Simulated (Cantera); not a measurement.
A Cantera script and what it prints.

```python
import numpy as np
import cantera as ct

gas_names = """
    B BN B2 N N2
""".split()
cond_names = """
    B(b) B(L) BN(s)
""".split()


# ... load() reads the species with a 1 bar reference pressure and builds the phases ...
atoms = {
    'B': {'B': 1},
    'N2': {'N': 2},
}
top_T = {'BN(s)': 3200}  # K; cautious upper limits of use, not melting points


# ... equilibrate(T, P, feed) seeds the gas with the atoms and calls Mixture.equilibrate('TP', solver="vcs", rtol=1e-11, max_steps=5000) ...
results = []
feed = {'B': 1, 'N2': 49}  # mol
T = 1175  # K
P = 2200  # Pa
mix = equilibrate(T, P, feed)
results.append((T, P, feed, dict(zip(mix.species_names, mix.species_moles))))
print(gas.report(threshold=1e-06))
for i in range(1, mix.n_phases):
    print(f"{mix.phase(i).name:16s} {mix.phase_moles(i):12.5e} mol")
```

Output:

```
       temperature   1175 K
          pressure   2200 Pa
           density   0.0063085 kg/m^3
  mean mol. weight   28.014 kg/kmol
   phase of matter   gas

                          1 kg             1 kmol
                     ---------------   ---------------
          enthalpy        9.7309e+05         2.726e+07  J
   internal energy        6.2435e+05        1.7491e+07  J
           entropy            9468.4        2.6525e+05  J/K
    Gibbs function       -1.0152e+07       -2.8441e+08  J
 heat capacity c_p            1196.8             33528  J/K
 heat capacity c_v            900.04             25214  J/K

                      mass frac. Y      mole frac. X     chem. pot. / RT
                     ---------------   ---------------   ---------------
                N2                 1                 1           -29.112
     [   +4 minor]        5.1188e-18        1.0234e-17

B(b)              0.00000e+00 mol
BN(s)             1.00000e+00 mol
```

Method: chemical equilibrium by Gibbs-energy minimisation in Cantera with the NASA 1993 tables (ideal gas, pure condensed phases). N2 is the only nitrogen source here; it is nearly inert below about 1500 K, so the nitride shown seldom forms there in practice.
